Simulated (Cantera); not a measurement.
**Gas-phase reforming**

A perfectly stirred reactor is fed with 17.5 % CH4, 82.5 % H2O, at 960000 Pa; it is held at 2050 K, and followed from long to short residence time.

Model: GRI-Mech 3.0 (53 species, 325 reactions), integrated in Cantera.

```csv
τ (s),x CH4,x H2O,x CH3,x CO2,x H2O2,x O2
5.3,3.71e-5,0.456,8.27e-7,0.0244,4.59e-10,2.22e-8
1.4,0.000140,0.456,3.11e-6,0.0244,4.56e-10,2.21e-8
0.39,0.000492,0.457,1.09e-5,0.0244,4.54e-10,2.20e-8
0.10,0.00174,0.460,3.86e-5,0.0245,4.60e-10,2.24e-8
0.028,0.00487,0.468,0.000109,0.0244,4.87e-10,2.39e-8
0.0076,0.0114,0.493,0.000262,0.0239,5.73e-10,2.82e-8
0.0020,0.0221,0.547,0.000543,0.0213,8.00e-10,3.95e-8
```
x: mole fraction; the columns are a selection and need not sum to one.
